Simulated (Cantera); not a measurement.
An adiabatic, constant-volume homogeneous reactor starts with CO : H₂ : CH₄ : O₂ : N₂ : CO₂ = 1 : 0.031 : 0.27 : 1.19 : 3.91 : 0.42 (molar parts), equivalence ratio 0.89, at 1425 K and 0.550 bar. Integrator tolerance rtol = 1e-08.

Detailed kinetics in Cantera: GRI-Mech 3.0 (53 species, 325 reactions).

Problem. What does this change do: pressure from 0.550 bar to 5.00 bar?

Solution. 
| quantity | before | after |
|---|---|---|
| time of steepest temperature rise | 1.22 ms | 0.250 ms |
| temperature at 0.500 s | 2730 K | 2912 K |
| equilibrium temperature | 2730 K | 2912 K |
| x(CO) at 0.500 s | 0.0839 (gas-phase equilibrium 0.0839) | 0.0690 (gas-phase equilibrium 0.0690) |
| x(H₂) at 0.500 s | 0.00511 (gas-phase equilibrium 0.00511) | 0.00380 (gas-phase equilibrium 0.00380) |
| x(CH₄) at 0.500 s | <1e-12 (gas-phase equilibrium <1e-12) | <1e-12 (gas-phase equilibrium <1e-12) |
| x(C₂H) at 0.500 s | <1e-12 (gas-phase equilibrium <1e-12) | <1e-12 (gas-phase equilibrium <1e-12) |
| x(HO₂) at 0.500 s | 7.12e-6 (gas-phase equilibrium 7.12e-6) | 1.66e-5 (gas-phase equilibrium 1.66e-5) |
